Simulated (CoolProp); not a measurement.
Vapour pressure (bar) of carbonyl sulfide: the reference equation beside estimates from Tc = 105.6 °C, pc = 63.69 bar, ω = 0.098. Clausius-Clapeyron is anchored at -15.05 °C with a constant enthalpy of vaporisation of 17.01 kJ/mol.

The numbers come from the reference Helmholtz-energy equation of state, Lemmon 2006 in CoolProp. It is a short technical equation, of lower accuracy than the large ones.

```
T (°C)  reference  Lee-Kesler  Clausius-Clapeyron  van der Waals  Redlich-Kwong  Peng-Robinson
------  ---------  ----------  ------------------  -------------  -------------  -------------
-15.05      4.043       4.036               4.043          11.11          4.419          4.046
0.45        6.590       6.597               6.335          14.96          7.220          6.586
16.05       10.19       10.21               9.482          19.60          11.13          10.19
31.55       15.02       15.05               13.59          25.05          16.29          15.03
47.15       21.37       21.40               18.85          31.40          22.94          21.43
62.65       29.41       29.44               25.31          38.63          31.17          29.57
78.25       39.52       39.58               33.17          46.85          41.24          39.81
93.85       52.08       52.19               42.48          56.06          53.25          52.42
```

Absolute difference from the reference over all 8 rows, mean and median: Lee-Kesler 0.2 and 0.2 %, Clausius-Clapeyron 10.1 and 10.7 %, van der Waals 70.7 and 56.9 %, Redlich-Kwong 7.1 and 7.9 %, Peng-Robinson 0.3 and 0.2 %.
